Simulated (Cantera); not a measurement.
What does this Cantera script print?

```python
import numpy as np
import cantera as ct

gas_names = [...]  # 135 gases of nasa_gas.yaml made of C, Cl, F, H
cond_names = """
    C(gr) C6H6(L) C7H8(L) C8H18(L),n-octa
""".split()


# ... load() reads the species with a 1 bar reference pressure and builds the phases ...
atoms = {
    'CCl4': {'C': 1, 'CL': 4},
    'F2': {'F': 2},
    'H2': {'H': 2},
}
top_T = {'C(gr)': 4500}  # K; cautious upper limits of use, not melting points


# ... equilibrate(T, P, feed) seeds the gas with the atoms and calls Mixture.equilibrate('TP', solver="gibbs", rtol=1e-10, max_steps=50000) ...
results = []
feed = {'CCl4': 1, 'F2': 1.2, 'H2': 0.15}  # mol
P = 13332.2  # Pa
for T in [2000, 2500, 3000, 3500, 4000, 4500, 5000]:
    mix = equilibrate(T, P, feed)
    results.append((T, P, feed, dict(zip(mix.species_names, mix.species_moles))))

top = {s: max(r[3][s] / sum(r[3][g] for g in gas_names) for r in results) for s in gas_names}
cols = sorted((s for s in top if top[s] > 1e-06), key=lambda s: -top[s])[:8]
seen = [c for c in cond_names if any(r[3].get(c, 0) > 1e-12 for r in results)]
print("log10 of partial pressures in bar; condensed amounts in mol")
print(f"{'T/K':>10s}" + "".join(f"{s[:9]:>10s}" for s in cols + seen))
for T, P, feed, n in results:
    ng = sum(n[g] for g in gas_names)
    print(f"{T:10.4g}" + "".join(f"{np.log10(max(n[s] / ng * P / 1e5, 1e-99)):10.3f}" for s in cols)
          + "".join(f"{n.get(c, 0):10.4g}" for c in seen))
```

Output:

```
log10 of partial pressures in bar; condensed amounts in mol
       T/K        CL         F         C       CL2       CF4       CF2        HF         H     C(gr)
      2000    -1.041    -3.403   -10.517    -1.817    -1.823    -2.864    -2.085    -7.646     0.441
      2500    -1.018    -1.948    -6.779    -3.104    -2.629    -1.839    -2.145    -6.076    0.2773
      3000    -1.064    -1.513    -4.295    -4.089    -5.316    -2.245    -2.200    -4.498    0.5219
      3500    -1.101    -1.437    -2.830    -4.803    -8.475    -3.317    -2.295    -3.186         0
      4000    -1.129    -1.400    -2.110    -5.339   -11.303    -4.545    -2.672    -2.484         0
      4500    -1.152    -1.387    -1.827    -5.756   -13.842    -5.811    -3.366    -2.319         0
      5000    -1.158    -1.383    -1.775    -6.062   -16.073    -7.013    -4.035    -2.292         0
```

Equilibrium computed with Cantera from the NASA thermochemical tables; the gas is ideal and each condensed phase is pure. The tables' values for CCl are old estimates; treat these amounts as uncertain. Gases not in the tables: C2F6 and larger saturated fluorocarbons.
